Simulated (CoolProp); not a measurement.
50 sccm (0 °C, 1 atm) of nitrogen bubbles through liquid ethanol at 338.6 K and leaves saturated at a total pressure of 0.15 MPa (ideal gas phase). Each further row changes one setting.

The numbers come from the reference Helmholtz-energy equation of state, Schroeder 2014 in CoolProp.

```csv
case,vapour pressure (kPa),mole fraction of vapour,delivery (mg/min),delivery (sccm),change of delivery for a bath 1 K warmer (%)
as stated,59.4,0.396,67.3,(withheld),(withheld)
bath temperature 343.6 K,(withheld),0.489,(withheld),(withheld),8.6
total pressure 0.3 MPa,59.4,(withheld),25.4,(withheld),5.5
```

Q: Fill in the missing entries.

A: 
- as stated, delivery (sccm): 32.7
- as stated, change of delivery for a bath 1 K warmer (%): 7.5
- bath temperature 343.6 K, vapour pressure (kPa): 73.4
- bath temperature 343.6 K, delivery (mg/min): 98.4
- bath temperature 343.6 K, delivery (sccm): 47.9
- total pressure 0.3 MPa, mole fraction of vapour: 0.198
- total pressure 0.3 MPa, delivery (sccm): 12.3
